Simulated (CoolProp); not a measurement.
A simple Rankine cycle with hydrogen sulfide: condensing at 312.15 K, boiler at 5.71 MPa, turbine inlet 352.4 K, turbine efficiency 0.6, pump efficiency 0.6, no recuperator. Each further row changes one setting.

Values from CoolProp's reference Helmholtz-energy equation of state, Lemmon 2006. It is a short technical equation, of lower accuracy than the large ones.

```json
[
 {"case": "as stated", "thermal efficiency (%)": "4.4", "net work (kJ/kg)": "16.3", "heat in (kJ/kg)": "372", "turbine exit temperature (K)": "312.1", "volume ratio over the turbine": "___"},
 {"case": "turbine inlet 372.4 K", "thermal efficiency (%)": "4.8", "net work (kJ/kg)": "19.8", "heat in (kJ/kg)": "414", "turbine exit temperature (K)": "318.6", "volume ratio over the turbine": "1.88"},
 {"case": "condensing temperature 304.15 K", "thermal efficiency (%)": "___", "net work (kJ/kg)": "21.2", "heat in (kJ/kg)": "390", "turbine exit temperature (K)": "304.1", "volume ratio over the turbine": "2.41"},
 {"case": "boiler pressure 4 MPa", "thermal efficiency (%)": "2.7", "net work (kJ/kg)": "11.2", "heat in (kJ/kg)": "418", "turbine exit temperature (K)": "326.9", "volume ratio over the turbine": "___"},
 {"case": "turbine efficiency 0.5", "thermal efficiency (%)": "3.4", "net work (kJ/kg)": "12.5", "heat in (kJ/kg)": "372", "turbine exit temperature (K)": "312.1", "volume ratio over the turbine": "2.04"}
]
```

Problem. What belongs in the gaps?

Solution. 
- as stated, volume ratio over the turbine: 2.02
- condensing temperature 304.15 K, thermal efficiency (%): 5.4
- boiler pressure 4 MPa, volume ratio over the turbine: 1.37

The expansion ends wet for: as stated; condensing temperature 304.15 K; turbine efficiency 0.5.
